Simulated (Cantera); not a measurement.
Input: 1 mol HI, 0.17 mol H₂O, equilibrated at 1425 K and 36.0 Pa.

Cantera equilibrium calculation (NASA polynomials, part measured and part estimated; ideal gas, pure solids and liquids). Candidate condensed phases: H₂O, I₂; 12 gas species. The numbers say what is thermodynamically allowed, not how fast it happens.

Base state: I 0.579, H₂ 0.290, H₂O 0.103, HI 0.0280, H 0.000193, I₂ 0.000154 (mole fractions); condensed: gas only.

**Question.** What changes in the equilibrium state with this change: temperature from 1425 K to 3250 K?

**Answer.** 
```csv
species,before,after
H,0.000193,0.532
I,0.579,0.399
O,<1e-9,0.0675
H₂,0.290,0.000990
H₂O,0.103,9.88e-7
HI,0.0280,1.93e-5
O₂,<1e-9,2.63e-5
I₂,0.000154,4.32e-8
OH,1.51e-6,0.000211
```
